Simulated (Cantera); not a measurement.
A Cantera script and what it prints.

```python
import numpy as np
import cantera as ct

gas_names = [...]  # 118 gases of nasa_gas.yaml made of C, Cl, F, H
cond_names = """
    C(gr) C6H6(L) C7H8(L) C8H18(L),n-octa
""".split()


# ... load() reads the species with a 1 bar reference pressure and builds the phases ...
atoms = {
    'CH3Cl': {'C': 1, 'H': 3, 'CL': 1},
    'F2': {'F': 2},
    'H2': {'H': 2},
}
top_T = {'C(gr)': 4500}  # K; cautious upper limits of use, not melting points


# ... equilibrate(T, P, feed) seeds the gas with the atoms and calls Mixture.equilibrate('TP', solver="vcs", rtol=1e-11, max_steps=5000) ...
results = []
feed = {'CH3Cl': 1, 'F2': 0.23, 'H2': 2.9}  # mol
P = 280  # Pa
for T in [2000, 2050, 2100, 2150, 2200, 2250, 2300, 2350, 2400]:
    mix = equilibrate(T, P, feed)
    results.append((T, P, feed, dict(zip(mix.species_names, mix.species_moles))))

top = {s: max(r[3][s] / sum(r[3][g] for g in gas_names) for r in results) for s in gas_names}
cols = sorted((s for s in top if top[s] > 0.001), key=lambda s: -top[s])[:8]
seen = [c for c in cond_names if any(r[3].get(c, 0) > 1e-12 for r in results)]
print("log10 of partial pressures in bar; condensed amounts in mol")
print(f"{'T/K':>10s}" + "".join(f"{s[:9]:>10s}" for s in cols + seen))
for T, P, feed, n in results:
    ng = sum(n[g] for g in gas_names)
    print(f"{T:10.4g}" + "".join(f"{np.log10(max(n[s] / ng * P / 1e5, 1e-99)):10.3f}" for s in cols)
          + "".join(f"{n.get(c, 0):10.4g}" for c in seen))
```

It prints:

```
log10 of partial pressures in bar; condensed amounts in mol
       T/K        H2         H       HCL        HF        CL C2H2,acet     C(gr)
      2000    -2.712    -4.145    -3.281    -3.607    -4.842    -5.826    0.9944
      2050    -2.717    -4.003    -3.289    -3.610    -4.705    -5.691    0.9923
      2100    -2.724    -3.868    -3.298    -3.613    -4.576    -5.564    0.9897
      2150    -2.733    -3.741    -3.310    -3.617    -4.454    -5.446    0.9862
      2200    -2.745    -3.622    -3.326    -3.623    -4.341    -5.336     0.982
      2250    -2.759    -3.509    -3.345    -3.630    -4.235    -5.235    0.9768
      2300    -2.778    -3.403    -3.369    -3.638    -4.137    -5.142    0.9706
      2350    -2.801    -3.305    -3.399    -3.648    -4.047    -5.059    0.9631
      2400    -2.829    -3.213    -3.435    -3.660    -3.966    -4.986    0.9543
```

Cantera equilibrium calculation (NASA polynomials, part measured and part estimated; ideal gas, pure solids and liquids).
